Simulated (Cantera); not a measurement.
Input (Python, Cantera):

```python
import numpy as np
import cantera as ct

surf = ct.Interface("diamond.yaml", "diamond_100")
gas, bulk = surf.adjacent["gas"], surf.adjacent["diamond"]
k = surf.kinetics_species_index(bulk.species_names[0])
cover = ["c6HH", "c6H*", "c6*H", "c6**", "c6HM", "c6B"]

rows, drift = [], 0.0
print(f"{'T':>10s}{'um/h':>11s}" + "".join(f"{s:>11s}" for s in cover))
for v in [950, 1025, 1100, 1175, 1250, 1325, 1400]:
    T, P, xH, xCH3 = v, 2900, 0.0019, 1.6e-05
    gas.TPX = T, P, {"H": xH, "CH3": xCH3, "CH4": 0.0021, "H2": 1 - xH - xCH3 - 0.0021}
    surf.TP = bulk.TP = T, P
    surf.coverages = "c6H*:0.1, c6HH:0.9"
    surf.advance_coverages(100.0)
    before = surf.coverages
    surf.advance_coverages(100.0)
    drift = max(drift, np.max(np.abs(surf.coverages - before) / (surf.coverages + 1e-9)))
    rate = surf.net_production_rates[k] * bulk.mean_molecular_weight / bulk.density * 3.6e9
    rows.append([rate, *surf[cover].coverages])
    print(f"{v:10.4g}{rate:11.4e}" + "".join(f"{x:11.3e}" for x in rows[-1][1:]))
```

Result:

```
         T       um/h       c6HH       c6H*       c6*H       c6**       c6HM        c6B
       950 1.8151e-01  6.399e-01  1.401e-02  3.326e-01  6.499e-03  5.351e-03  4.925e-10
      1025 2.0585e-01  5.744e-01  2.041e-02  3.899e-01  1.102e-02  3.085e-03  5.586e-10
      1100 1.4095e-01  5.161e-01  2.762e-02  4.376e-01  1.691e-02  1.115e-03  3.825e-10
      1175 7.4231e-02  4.661e-01  3.526e-02  4.743e-01  2.379e-02  2.622e-04  2.014e-10
      1250 5.5457e-02  4.253e-01  4.296e-02  5.005e-01  3.106e-02  5.560e-05  1.505e-10
      1325 5.2997e-02  3.939e-01  5.046e-02  5.175e-01  3.805e-02  1.200e-05  1.438e-10
      1400 3.6552e-02  3.712e-01  5.758e-02  5.270e-01  4.419e-02  2.620e-06  9.918e-11
```

Model: the Harris–Goodwin 1993 mechanism for the reconstructed diamond (100) surface, integrated in Cantera.
